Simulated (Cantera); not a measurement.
A freely propagating, adiabatic, planar premixed flame of H2 : O2 : N2 = 1 : 0.25 : 0.675 (molar parts), equivalence ratio 2.0, unburnt at 625 K and 45000 Pa; mixture-averaged transport, grid criteria slope 0.08 and curve 0.16, no radiation.

Cantera simulation using the H2/O2 subset of GRI-Mech 3.0, which has no nitrogen chemistry; the numbers are that mechanism's predictions, not measurements. Burning velocities carry a grid error of a few per cent, more on coarse grids.

x: mole fraction of selected species; z is measured from the peak of heat release.

```json
[
 {"z (mm)": "-3.64", "T (K)": "625", "u (m/s)": "10.7", "x H2": "0.519", "x O2": "0.130", "x HO2": "<1e-8", "x OH": "<1e-8", "x O": "<1e-8", "x H2O2": "<1e-8"},
 {"z (mm)": "-2.43", "T (K)": "625", "u (m/s)": "10.7", "x H2": "0.519", "x O2": "0.130", "x HO2": "<1e-8", "x OH": "<1e-8", "x O": "<1e-8", "x H2O2": "<1e-8"},
 {"z (mm)": "-1.82", "T (K)": "625", "u (m/s)": "10.7", "x H2": "0.519", "x O2": "0.130", "x HO2": "<1e-8", "x OH": "<1e-8", "x O": "<1e-8", "x H2O2": "<1e-8"},
 {"z (mm)": "-1.21", "T (K)": "625", "u (m/s)": "10.7", "x H2": "0.519", "x O2": "0.130", "x HO2": "…", "x OH": "<1e-8", "x O": "<1e-8", "x H2O2": "<1e-8"},
 {"z (mm)": "-0.607", "T (K)": "639", "u (m/s)": "10.9", "x H2": "0.517", "x O2": "0.130", "x HO2": "…", "x OH": "5.50e-5", "x O": "1.30e-5", "x H2O2": "1.02e-6"},
 {"z (mm)": "-0.303", "T (K)": "810", "u (m/s)": "13.5", "x H2": "0.486", "x O2": "0.125", "x HO2": "…", "x OH": "0.000487", "x O": "0.000395", "x H2O2": "2.03e-6"},
 {"z (mm)": "0", "T (K)": "1227", "u (m/s)": "19.9", "x H2": "0.340", "x O2": "0.0734", "x HO2": "…", "x OH": "0.00323", "x O": "0.00546", "x H2O2": "1.08e-6"},
 {"z (mm)": "0.303", "T (K)": "1504", "u (m/s)": "24.2", "x H2": "0.228", "x O2": "0.0113", "x HO2": "…", "x OH": "0.00579", "x O": "0.00487", "x H2O2": "6.66e-7"},
 {"z (mm)": "0.607", "T (K)": "1613", "u (m/s)": "25.8", "x H2": "0.219", "x O2": "0.00268", "x HO2": "…", "x OH": "0.00662", "x O": "0.00352", "x H2O2": "4.80e-7"},
 {"z (mm)": "1.21", "T (K)": "1734", "u (m/s)": "27.5", "x H2": "0.228", "x O2": "0.00164", "x HO2": "…", "x OH": "0.00770", "x O": "0.00315", "x H2O2": "3.30e-7"},
 {"z (mm)": "2.43", "T (K)": "1870", "u (m/s)": "29.4", "x H2": "0.240", "x O2": "0.00130", "x HO2": "…", "x OH": "0.00850", "x O": "0.00265", "x H2O2": "1.95e-7"},
 {"z (mm)": "4.85", "T (K)": "2014", "u (m/s)": "31.3", "x H2": "0.252", "x O2": "0.000926", "x HO2": "…", "x OH": "0.00869", "x O": "0.00197", "x H2O2": "1.06e-7"},
 {"z (mm)": "9.71", "T (K)": "2151", "u (m/s)": "33.0", "x H2": "0.263", "x O2": "0.000580", "x HO2": "…", "x OH": "0.00809", "x O": "0.00129", "x H2O2": "5.76e-8"}
]
```

### Question
Some entries are withheld; supply them.

### Answer

- -1.21, x HO2: 8.55e-7
- -0.607, x HO2: 0.000130
- -0.303, x HO2: 8.53e-5
- 0, x HO2: 3.48e-5
- 0.303, x HO2: 5.36e-6
- 0.607, x HO2: 1.22e-6
- 1.21, x HO2: 6.92e-7
- 2.43, x HO2: 5.15e-7
- 4.85, x HO2: 3.62e-7
- 9.71, x HO2: 2.44e-7
